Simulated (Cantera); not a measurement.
A Cantera script and its output.

```python
import numpy as np
import cantera as ct

gas = ct.Solution("gri30.yaml")
gas.TPX = 1025, 13332, {'H2': 0.65, 'O2': 1, 'N2': 0.98}
inlet = ct.Reservoir(gas, clone=True)

reactor = ct.IdealGasConstPressureReactor(gas, energy="off", clone=False)
exhaust = ct.Reservoir(gas, clone=True)
tau = [12, 4.6, 1.8, 0.72, 0.29, 0.11, 0.045, 0.018, 0.0071, 0.0028, 0.0011][0]
for a, b in ((inlet, reactor), (reactor, exhaust)):
    ct.MassFlowController(a, b, mdot=lambda t: reactor.mass / tau)
net = ct.ReactorNet([reactor])
show = ['H2', 'O2', 'N2O', 'H2O', 'NO', 'NO2', 'O']

rows = []
print(f"{'tau/s':>10s}{'T/K':>9s}" + "".join(f"{s:>11s}" for s in show))
for tau in [12, 4.6, 1.8, 0.72, 0.29, 0.11, 0.045, 0.018, 0.0071, 0.0028, 0.0011]:
    net.initial_time = 0.0
    net.advance(30 * tau)
    before = gas.X
    net.advance(40 * tau)
    drift = np.max(np.abs(gas.X - before) / (gas.X + 1e-9))
    rows.append([gas.T, *gas[show].X, drift])
    print(f"{tau:10.3e}{gas.T:9.1f}" + "".join(f"{x:11.3e}" for x in gas[show].X))
```

Output:

```
     tau/s      T/K         H2         O2        N2O        H2O         NO        NO2          O
 1.200e+01   1025.0  1.942e-04  2.929e-01  1.240e-07  2.817e-01  1.661e-08  1.490e-09  1.032e-05
 4.600e+00   1025.0  3.743e-04  2.929e-01  1.088e-07  2.815e-01  1.271e-08  8.757e-10  2.084e-05
 1.800e+00   1025.0  6.952e-04  2.930e-01  9.297e-08  2.811e-01  1.073e-08  5.170e-10  4.097e-05
 7.200e-01   1025.0  1.235e-03  2.932e-01  7.721e-08  2.805e-01  1.094e-08  3.412e-10  7.780e-05
 2.900e-01   1025.0  2.122e-03  2.934e-01  6.200e-08  2.794e-01  1.411e-08  2.651e-10  1.437e-04
 1.100e-01   1025.0  3.667e-03  2.938e-01  4.711e-08  2.775e-01  2.232e-08  2.277e-10  2.691e-04
 4.500e-02   1025.0  5.947e-03  2.945e-01  3.523e-08  2.747e-01  3.657e-08  2.013e-10  4.687e-04
 1.800e-02   1025.0  9.610e-03  2.955e-01  2.524e-08  2.701e-01  6.117e-08  1.713e-10  8.100e-04
 7.100e-03   1025.0  1.546e-02  2.971e-01  1.738e-08  2.626e-01  1.012e-07  1.383e-10  1.383e-03
 2.800e-03   1025.0  2.465e-02  2.996e-01  1.157e-08  2.503e-01  1.616e-07  1.063e-10  2.318e-03
 1.100e-03   1025.0  3.906e-02  3.036e-01  7.395e-09  2.300e-01  2.426e-07  7.752e-11  3.805e-03
```

Cantera simulation using GRI-Mech 3.0 (53 species, 325 reactions); the numbers are that mechanism's predictions, not measurements. Radical loss at walls, strong at low pressure, is not modelled. The temperature is held fixed by assumption; the heat of reaction is taken as removed at once.
